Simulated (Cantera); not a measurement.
Feed: 1 mol Fe₂O₃, 0.48 mol CH₄, 0.016 mol CO, 0.32 mol C, at 1323 K and 13000 Pa.

These are equilibrium values from Cantera (NASA tables, ideal gas, pure condensed phases), not measurements of a reactor. Candidate condensed phases: C, C₆H₆, C₇H₈, C₈H₁₈, Fe, Fe(CO)₅, FeO, Fe(OH)₂, Fe(OH)₃, Fe₂O₃, Fe₃O₄, H₂O; 114 gas species. Mutual solubility and eutectic melting of coexisting phases are not modelled. The tables' stoichiometric FeO is somewhat more stable than real wüstite, so its field is too wide. FeO: taken at fixed stoichiometry. Rates play no part.

**Question.** What is the equilibrium state?

**Answer.** 
```
Item                                        Value
--------------------------------------  ---------
x(H₂)                                       0.404
x(CO)                                       0.388
x(H₂O)                                      0.137
x(CO₂)                                     0.0710
x(H)                                      2.79e-6
n(Fe(γ))                                0.169 mol
n(FeO(s))                                1.83 mol
gas amount                              1.776 mol
log10 activity of C(graphite) (absent)      -2.96
log10 activity of Fe(OH)₂(s) (absent)       -7.14
log10 activity of Fe(OH)₃(s) (absent)      -13.09
```
